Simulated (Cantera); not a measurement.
A Cantera script and its output.

```python
import numpy as np
import cantera as ct

surf = ct.Interface("ptcombust.yaml", "Pt_surf")
gas = surf.adjacent["gas"]
gas.TPX = 300, 3800, {'CH4': 0.014, 'O2': 0.16, 'N2': 0.79}
jet = ct.ImpingingJet(gas=gas, width=0.034, surface=surf)
jet.inlet.mdot, jet.inlet.T, jet.inlet.X = 0.17, 300, {'CH4': 0.014, 'O2': 0.16, 'N2': 0.79}
jet.set_refine_criteria(ratio=10, slope=0.2, curve=0.3)
show, cover = ['CH4', 'O2', 'H2O', 'OH', 'CO', 'CO2'], ["PT(S)", "H(S)", "O(S)", "OH(S)", "CO(S)", "C(S)"]

rows = []
print(f"{'Ts/K':>7s}" + "".join(f"{s:>11s}" for s in show + cover) + "   (gas at the wall, coverages)")
for i, Ts in enumerate([900, 950, 1000, 1050, 1100, 1150]):
    jet.surface.T = Ts
    if i == 0:
        surf.TP = Ts, 3800
        surf.coverages = "PT(S):0.5, O(S):0.5"
        surf.advance_coverages(1.0)
        jet.set_initial_guess(products="inlet")
    jet.solve(loglevel=0, auto=(i == 0))
    rows.append([*(jet.X[gas.species_index(s), -1] for s in show), *surf[cover].coverages])
    print(f"{Ts:7g}" + "".join(f"{x:11.3e}" for x in rows[-1]))
```

It prints:

```
   Ts/K        CH4         O2        H2O         OH         CO        CO2      PT(S)       H(S)       O(S)      OH(S)      CO(S)       C(S)   (gas at the wall, coverages)
    900  1.278e-02  1.622e-01  3.262e-03  1.705e-08  5.027e-06  2.131e-03  2.230e-01  2.202e-08  7.767e-01  3.137e-04  3.311e-06  1.180e-08
    950  1.166e-02  1.599e-01  5.331e-03  5.991e-08  6.391e-06  3.489e-03  2.914e-01  5.860e-08  7.082e-01  3.564e-04  2.856e-06  1.369e-08
   1000  1.044e-02  1.573e-01  7.590e-03  1.776e-07  7.762e-06  4.976e-03  3.616e-01  1.318e-07  6.380e-01  3.736e-04  2.337e-06  1.463e-08
   1050  9.240e-03  1.547e-01  9.787e-03  4.563e-07  9.183e-06  6.426e-03  4.314e-01  2.615e-07  5.682e-01  3.697e-04  1.866e-06  1.487e-08
   1100  8.166e-03  1.524e-01  1.175e-02  1.052e-06  1.073e-05  7.723e-03  4.991e-01  4.704e-07  5.006e-01  3.509e-04  1.480e-06  1.469e-08
   1150  7.246e-03  1.505e-01  1.342e-02  2.203e-06  1.252e-05  8.828e-03  5.636e-01  7.865e-07  4.360e-01  3.233e-04  1.184e-06  1.436e-08
```

Cantera simulation using Deutschmann's 1995 Pt surface mechanism with GRI-Mech 3.0 gas chemistry; the numbers are that mechanism's predictions, not measurements. Catalytic surfaces can have several steady states; this one follows from the mechanism file's or the stated starting coverage.
